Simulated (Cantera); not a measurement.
**Adiabatic ignition**

An adiabatic, constant-volume homogeneous reactor starts with CH4 : C2H6 : C3H8 : O2 : N2 = 1 : 0.28 : 1.3 : 21.1 : 79.2 (molar parts), equivalence ratio 0.45, at 1200 K and 11.0 bar.

Model: GRI-Mech 3.0 (53 species, 325 reactions), integrated in Cantera. GRI-Mech 3.0 was tuned for natural gas; its chemistry of propane as a main component is partial and can be far from experiment.

| t (s) | T (K) | P (bar) | x CH4 | x C2H6 | x C3H8 | x CO | x C2H2 | x C2H | x NO |
|---|---|---|---|---|---|---|---|---|---|
| 6.00e-6 | 1200 | 11.0 | 0.00972 | 0.00272 | 0.0126 | 1.16e-11 | <1e-12 | <1e-12 | <1e-12 |
| 2.03e-5 | 1200 | 11.0 | 0.00972 | 0.00272 | 0.0126 | 5.99e-10 | 2.24e-12 | <1e-12 | <1e-12 |
| 6.87e-5 | 1200 | 11.0 | 0.00972 | 0.00272 | 0.0126 | 6.04e-8 | 1.94e-10 | <1e-12 | <1e-12 |
| 0.000233 | 1201 | 11.0 | 0.00973 | 0.00270 | 0.0124 | 7.49e-6 | 2.69e-8 | <1e-12 | <1e-12 |
| 0.000787 | 2397 | 22.3 | <1e-12 | <1e-12 | <1e-12 | 0.00254 | <1e-12 | <1e-12 | 3.54e-5 |
| 0.00266 | 2409 | 22.4 | <1e-12 | <1e-12 | <1e-12 | 0.000740 | <1e-12 | <1e-12 | 0.00363 |
| 0.00901 | 2392 | 22.3 | <1e-12 | <1e-12 | <1e-12 | 0.000687 | <1e-12 | <1e-12 | 0.00984 |
| 0.0305 | 2385 | 22.2 | <1e-12 | <1e-12 | <1e-12 | 0.000663 | <1e-12 | <1e-12 | 0.0128 |
| 0.103 | 2385 | 22.2 | <1e-12 | <1e-12 | <1e-12 | 0.000662 | <1e-12 | <1e-12 | 0.0128 |
| 0.349 | 2385 | 22.2 | <1e-12 | <1e-12 | <1e-12 | 0.000662 | <1e-12 | <1e-12 | 0.0128 |
| 1.18 | 2385 | 22.2 | <1e-12 | <1e-12 | <1e-12 | 0.000662 | <1e-12 | <1e-12 | 0.0128 |
| 4.00 | 2385 | 22.2 | <1e-12 | <1e-12 | <1e-12 | 0.000662 | <1e-12 | <1e-12 | 0.0128 |
x: mole fraction; the columns are a selection and need not sum to one.

```
Item                                                               Value
---------------------------------  -------------------------------------
time of steepest temperature rise                               0.777 ms
temperature at 4.00 s                                             2385 K
equilibrium temperature                                           2385 K
x(CH4) at 4.00 s                   <1e-12 (gas-phase equilibrium <1e-12)
x(C2H6) at 4.00 s                  <1e-12 (gas-phase equilibrium <1e-12)
x(C3H8) at 4.00 s                  <1e-12 (gas-phase equilibrium <1e-12)
```
